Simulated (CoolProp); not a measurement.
Values from CoolProp's reference Helmholtz-energy equation of state, Lemmon 2013.

### Question
For propylene, give the phase and the cv (kJ/(kg K)), conductivity (mW/(m K)) at 10.55 °C and 1.01 bar; 37.55 °C and 1.01 bar.

### Answer
- 10.55 °C and 1.01 bar: gas; cv 1.29, conductivity 15.7
- 37.55 °C and 1.01 bar: gas; cv 1.39, conductivity 18.4

Thermal conductivity comes from a separate model (Huber 2003), an estimate that may be off by 10 % or more.
